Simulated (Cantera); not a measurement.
**Premixed flame**

A freely propagating, adiabatic, planar premixed flame of 10.4 % CH₄, 18.8 % O₂, 70.8 % N₂, unburnt at 548 K and 0.140 bar; mixture-averaged transport, grid criteria slope 0.08 and curve 0.16, no radiation.

Cantera simulation using GRI-Mech 3.0 (53 species, 325 reactions); the numbers are that mechanism's predictions, not measurements. Burning velocities carry a grid error of a few per cent, more on coarse grids.

```csv
z (mm),T (K),u (m/s),x CH₄,x O₂,x H₂,x CH₂,x NO,x HCN
-5.73,548,1.56,0.103,0.188,0.000807,<1e-8,<1e-8,<1e-8
-3.82,549,1.56,0.103,0.188,0.00291,<1e-8,<1e-8,<1e-8
-2.87,553,1.58,0.103,0.187,0.00603,<1e-8,<1e-8,<1e-8
-1.91,602,1.73,0.0987,0.183,0.0134,1.56e-8,1.03e-7,4.00e-8
-0.956,969,2.85,0.0723,0.154,0.0274,1.15e-6,1.33e-6,7.66e-7
-0.478,1375,4.10,0.0395,0.112,0.0345,2.40e-5,3.61e-6,2.40e-6
0,1747,5.27,0.0105,0.0642,0.0357,8.23e-5,8.22e-6,5.30e-6
0.478,1907,5.77,0.00113,0.0346,0.0298,3.11e-5,1.45e-5,5.48e-6
0.956,1942,5.86,6.72e-5,0.0226,0.0254,2.58e-6,1.91e-5,2.95e-6
1.91,1960,5.89,2.31e-7,0.0167,0.0243,<1e-8,2.28e-5,5.92e-7
3.82,1978,5.93,<1e-8,0.0148,0.0249,<1e-8,2.53e-5,2.83e-8
7.65,2002,5.98,<1e-8,0.0140,0.0247,<1e-8,2.92e-5,<1e-8
15.3,2039,6.08,<1e-8,0.0129,0.0238,<1e-8,3.72e-5,<1e-8
```
x: mole fraction of selected species; z is measured from the peak of heat release.

```json
{
  "laminar_burning_velocity": "156 cm/s",
  "thermal_thickness": "1.91 mm",
  "peak x(H₂)": "0.0363",
  "peak x(CH₂)": "8.25e-5",
  "peak x(HCN)": "6.03e-6",
  "grid_points": "150"
}
```
